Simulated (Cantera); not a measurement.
Input (Python, Cantera) and output of one run.

```python
import numpy as np
import cantera as ct

gas_names = """
    CL CL2 H HCL H2 Si SiCL SiCL2 SiCL3 SiCL4 SiH SiHCL3 SiH2 SiH2CL2 SiH3 SiH3CL SiH4 Si2 Si3
""".split()
cond_names = """
    Si(cr) Si(L)
""".split()


# ... load() reads the species with a 1 bar reference pressure and builds the phases ...
atoms = {
    'SiCl4': {'Si': 1, 'CL': 4},
    'HCl': {'H': 1, 'CL': 1},
    'H2': {'H': 2},
}
top_T = {}  # K; cautious upper limits of use, not melting points


# ... equilibrate(T, P, feed) seeds the gas with the atoms and calls Mixture.equilibrate('TP', solver="vcs", rtol=1e-11, max_steps=5000) ...
results = []
T = 975  # K
P = 10000  # Pa
for m in [0.74, 3.2, 5.6, 8, 10, 13, 15]:
    feed = {'SiCl4': 1, 'HCl': 0.57, 'H2': m}  # mol
    mix = equilibrate(T, P, feed)
    results.append((T, P, feed, dict(zip(mix.species_names, mix.species_moles))))

top = {s: max(r[3][s] / sum(r[3][g] for g in gas_names) for r in results) for s in gas_names}
cols = sorted((s for s in top if top[s] > 0.0001), key=lambda s: -top[s])[:8]
seen = [c for c in cond_names if any(r[3].get(c, 0) > 1e-12 for r in results)]
print("log10 of partial pressures in bar; condensed amounts in mol")
print(f"{'n(H2)':>10s}" + "".join(f"{s[:9]:>10s}" for s in cols + seen))
for T, P, feed, n in results:
    ng = sum(n[g] for g in gas_names)
    print(f"{feed['H2']:10.4g}" + "".join(f"{np.log10(max(n[s] / ng * P / 1e5, 1e-99)):10.3f}" for s in cols)
          + "".join(f"{n.get(c, 0):10.4g}" for c in seen))
```

It prints:

```
log10 of partial pressures in bar; condensed amounts in mol
     n(H2)        H2     SiCL4       HCL    SiHCL3     SiCL3
      0.74    -1.499    -1.367    -1.602    -3.507    -4.660
       3.2    -1.178    -1.692    -1.900    -3.213    -4.527
       5.6    -1.111    -1.878    -2.062    -3.170    -4.517
         8    -1.082    -2.012    -2.175    -3.162    -4.524
        10    -1.067    -2.101    -2.247    -3.164    -4.533
        13    -1.053    -2.211    -2.334    -3.173    -4.549
        15    -1.047    -2.273    -2.382    -3.181    -4.560
```

Method: chemical equilibrium by Gibbs-energy minimisation in Cantera with the NASA 1993 tables (ideal gas, pure condensed phases). The tables' values for SiCl3 are old estimates; treat these amounts as uncertain.
